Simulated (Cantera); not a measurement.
**Equilibrium for fluorocarbon and chlorocarbon gases: C2F6 + HCl**

Input: 1 mol C2F6, 0.14 mol HCl, equilibrated at 1.00 bar.

These are equilibrium values from Cantera (NASA tables, ideal gas, pure condensed phases), not measurements of a reactor. Candidate condensed phases: C, C6H6, C7H8, C8H18; 118 gas species. The feed counts by its element totals alone. The tables' values for C2F4 are old estimates; treat these amounts as uncertain. Gases not in the tables: C2F6 and larger saturated fluorocarbons. Kinetics and transport are ignored.

| T (K) | log p CF4 | log p HF | log p Cl | log p HCl | log p Cl2 | log p CF2 | log p CClF3 | log p CF3 | n C(graphite) |
|---|---|---|---|---|---|---|---|---|---|
| 1200 | -0.06 | -1.22 | -3.18 | -1.61 | -1.72 | -6.84 | -1.70 | -6.53 | 0.516 |
| 1275 | -0.06 | -1.19 | -2.84 | -1.69 | -1.68 | -6.12 | -1.70 | -5.94 | 0.518 |
| 1350 | -0.06 | -1.17 | -2.55 | -1.78 | -1.66 | -5.48 | -1.70 | -5.43 | 0.519 |
| 1425 | -0.06 | -1.15 | -2.29 | -1.86 | -1.65 | -4.91 | -1.71 | -4.97 | 0.521 |
| 1500 | -0.06 | -1.14 | -2.06 | -1.95 | -1.65 | -4.40 | -1.72 | -4.55 | 0.522 |
| 1575 | -0.06 | -1.13 | -1.86 | -2.03 | -1.68 | -3.94 | -1.74 | -4.18 | 0.523 |
| 1650 | -0.07 | -1.12 | -1.69 | -2.12 | -1.72 | -3.52 | -1.77 | -3.84 | 0.524 |
| 1725 | -0.07 | -1.11 | -1.55 | -2.22 | -1.78 | -3.14 | -1.81 | -3.53 | 0.525 |
| 1800 | -0.07 | -1.11 | -1.44 | -2.32 | -1.87 | -2.79 | -1.87 | -3.24 | 0.526 |
| 1875 | -0.07 | -1.11 | -1.34 | -2.43 | -1.98 | -2.47 | -1.93 | -2.98 | 0.525 |
| 1950 | -0.08 | -1.11 | -1.28 | -2.55 | -2.12 | -2.18 | -2.00 | -2.74 | 0.523 |
| 2025 | -0.08 | -1.10 | -1.23 | -2.68 | -2.27 | -1.90 | -2.09 | -2.53 | 0.519 |
| 2100 | -0.09 | -1.11 | -1.19 | -2.81 | -2.44 | -1.65 | -2.18 | -2.32 | 0.511 |
log p: log10 of the partial pressure in bar; n: condensed amount in mol.

From 1200 K to 2100 K the condensed part is C(graphite). The main C-bearing gas is CF4 throughout.
